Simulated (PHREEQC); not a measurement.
Dissolve 0.17 mol/kgw CuCl2 and 0.0002 mol/kgw HBF4 at 63 °C. Closed to the air; pH follows from the charge balance.

Model: ion-association model, wateq4f.dat, run in PHREEQC.

**Question.** The ionic strength comes out as 0.338 mol/kgw. What activity coefficients do Cu+2, F-, H+, Cu2(OH)2+2, CuF+ get?

**Answer.** Cu+2 0.26, F- 0.65, H+ 0.77, Cu2(OH)2+2 0.26, CuF+ 0.71.

This is a speciation only: nothing precipitates in the calculation. Saturation is exceeded, for instance for Atacamite; the values hold only as long as no solid forms. Complexes and solids missing from the database can't appear. Away from 25 °C the constants follow the database's enthalpies or fits; those with neither stay at their 25 °C values. Real BF4- forms and hydrolyses slowly; the run takes it at equilibrium.
